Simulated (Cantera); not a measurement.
An isothermal plug-flow reactor at 625 K and 0.987 atm (inlet), inlet velocity 0.062 m/s, active area per volume 1100 1/m; feed 0.325 % H2, 4.57 % O2, 95.1 % N2, equivalence ratio 0.036.

Model: Deutschmann's 1995 Pt surface mechanism with GRI-Mech 3.0 gas chemistry, integrated in Cantera. Catalytic surfaces can have several steady states; this one follows from the mechanism file's or the stated starting coverage. Mass transfer to the wall is taken as infinitely fast.

One state of this run: x H2 = 2.20e-6; x O2 = 0.0442; x H2O = 0.00325; θ free Pt = 0.00235; θ O* = 0.997; θ OH* = 0.000955. x: gas mole fraction; θ: surface coverage.

Which value of z (m) does it belong to?
A) 0.003
B) 0.00011
C) 0.00022
D) 5.9e-05

A, 0.003
